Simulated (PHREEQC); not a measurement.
PHREEQC input (ion-association model, wateq4f.dat):

```
SOLUTION_MASTER_SPECIES
  An  An-  0  An  62.0  # stands for a non-complexing anion
SOLUTION_SPECIES
  An- = An-
    -log_k 0
    -gamma 3.0 0
PHASES
  Fix_H+
    H+ = H+
    -log_k 0
SOLUTION 1
  temp 25
  units mmol/kgw
  pH 7 charge
  As(3) 0.52
  Na 5.52
  An 5
END
SELECTED_OUTPUT 1
  -reset false
  -pH true
  -pe true
  -ionic_strength true
  -water true
  -totals As Na As(3) As(5)
  -molalities Hfo_wOH Hfo_wOH2+ Hfo_wO- Hfo_sOH Hfo_sOH2+ Hfo_sO- Hfo_wH2AsO3
  -saturation_indices Arsenolite
USER_PUNCH 1
  -headings sigma psi
  10 PUNCH EDL("sigma", "Hfo"), EDL("psi", "Hfo")
PRINT
  -reset false
USE solution 1
SURFACE 1
  Hfo_wOH 0.002 600 0.89
  Hfo_sOH 5e-05
EQUILIBRIUM_PHASES 1
  Fix_H+ -3 HAn 10
    -force_equality true
END
# ... the last block is repeated for the other 12 points of pH, with NaOH or the acid as the point needs
```

Selected output (columns that matter, 13 of 13 rows; pH added in front):

```
pH	mu	As	Na	m_Hfo_wOH	m_Hfo_wOH2+	m_Hfo_wO-	m_Hfo_sOH	m_Hfo_sOH2+	m_Hfo_sO-	m_Hfo_wH2AsO3	si_Arsenolite	sigma	psi
3	0.0072879	1.1887e-05	0.0055199	0.00016607	0.0013253	4.767e-07	5.5657e-06	4.4418e-05	1.5976e-08	0.00050811	-8.4685	0.24743	0.20042
3.67	0.0062877	4.5844e-06	0.0055199	0.00043672	0.0010437	4.1865e-06	1.4709e-05	3.515e-05	1.41e-07	0.00051541	-9.296	0.19416	0.19176
4.33	0.0059443	2.7658e-06	0.0055199	0.00072643	0.00073998	1.6337e-05	2.4496e-05	2.4953e-05	5.5089e-07	0.00051723	-9.7349	0.13517	0.17463
5	0.0057669	2.1329e-06	0.0055199	0.00094321	0.00049798	4.0927e-05	3.1819e-05	1.6799e-05	1.3807e-06	0.00051786	-9.9607	0.085376	0.15188
5.67	0.0056601	1.8927e-06	0.0055199	0.0010637	0.00034246	7.5693e-05	3.5891e-05	1.1555e-05	2.5539e-06	0.0005181	-10.065	0.049831	0.12495
6.33	0.0055951	1.8087e-06	0.0055199	0.0011148	0.00025571	0.00011133	3.7615e-05	8.6284e-06	3.7565e-06	0.00051818	-10.105	0.026971	0.094616
7	0.0055556	1.7917e-06	0.0055199	0.0011322	0.0002092	0.00014037	3.8204e-05	7.0592e-06	4.7365e-06	0.0005182	-10.119	0.012857	0.060538
7.67	0.0055318	1.8341e-06	0.0055199	0.0011369	0.00018393	0.00016099	3.8361e-05	6.2062e-06	5.432e-06	0.00051816	-10.122	0.0042854	0.024317
8.33	0.0055142	2.059e-06	0.0055199	0.0011375	0.00016668	0.00017784	3.8376e-05	5.6234e-06	5.9997e-06	0.00051793	-10.123	-0.0020849	-0.012182
9	0.0054935	3.1248e-06	0.0055199	0.0011356	0.00014817	0.00019937	3.8283e-05	4.9951e-06	6.7214e-06	0.00051687	-10.124	-0.0095663	-0.048836
9.67	0.005461	8.088e-06	0.0055199	0.001128	0.00012295	0.00023708	3.7902e-05	4.1313e-06	7.9661e-06	0.0005119	-10.126	-0.021318	-0.083849
10.33	0.0054078	2.9846e-05	0.00552	0.0011098	9.143e-05	0.0003086	3.6752e-05	3.0278e-06	1.022e-05	0.00049015	-10.15	-0.040545	-0.1157
11	0.0064168	0.00011491	0.0066291	0.0010708	5.6128e-05	0.00046798	3.3569e-05	1.7596e-06	1.4671e-05	0.00040508	-10.284	-0.076757	-0.14372
```

The oxide is taken as insoluble; below pH 4 it would dissolve.
